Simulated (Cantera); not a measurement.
## Premixed flame

A freely propagating, adiabatic, planar premixed flame of H₂ : O₂ : N₂ : H₂O = 1 : 0.877 : 3.3 : 0.041 (molar parts), unburnt at 450 K and 39000 Pa; mixture-averaged transport, grid criteria slope 0.08 and curve 0.16, no radiation.

Model: the H2/O2 subset of GRI-Mech 3.0, which has no nitrogen chemistry, integrated in Cantera. Burning velocities carry a grid error of a few per cent, more on coarse grids. Lean hydrogen flames are cellular in practice and burn faster than this planar one.

```
z (mm)  T (K)  u (m/s)     x H₂    x O₂     x HO₂    x H₂O       x O       x H
------  -----  -------  -------  ------  --------  -------  --------  --------
-3.79     450     2.10    0.192   0.168     <1e-8  0.00786     <1e-8     <1e-8
-2.53     450     2.10    0.192   0.168     <1e-8  0.00786     <1e-8     <1e-8
-1.89     450     2.10    0.191   0.168   1.23e-8  0.00786     <1e-8     <1e-8
-1.26     450     2.10    0.190   0.168   9.24e-7  0.00788   1.68e-8     <1e-8
-0.631    489     2.24    0.174   0.170  0.000181   0.0104   6.33e-6   5.52e-5
-0.316    728     3.24    0.135   0.165  0.000125   0.0353  0.000221   0.00269
0        1073     4.68   0.0724   0.136   5.78e-5   0.0987   0.00328    0.0131
0.316    1321     5.72   0.0269   0.100   3.36e-5    0.160   0.00844    0.0194
0.631    1455     6.27   0.0137  0.0871   2.44e-5    0.182   0.00995    0.0170
1.26     1589     6.81  0.00939  0.0823   1.76e-5    0.193   0.00847    0.0108
2.53     1705     7.26  0.00649  0.0806   1.19e-5    0.201   0.00568   0.00524
5.05     1788     7.58  0.00365  0.0800   7.04e-6    0.208   0.00311   0.00197
10.1     1839     7.76  0.00161  0.0801   3.50e-6    0.213   0.00135  0.000542
```
x: mole fraction of selected species; z is measured from the peak of heat release.

```
Item                         Value
------------------------  --------
laminar burning velocity  210 cm/s
thermal thickness          1.26 mm
peak x(HO₂)               0.000206
peak x(O)                  0.00996
peak x(H)                   0.0194
grid points                    106
```
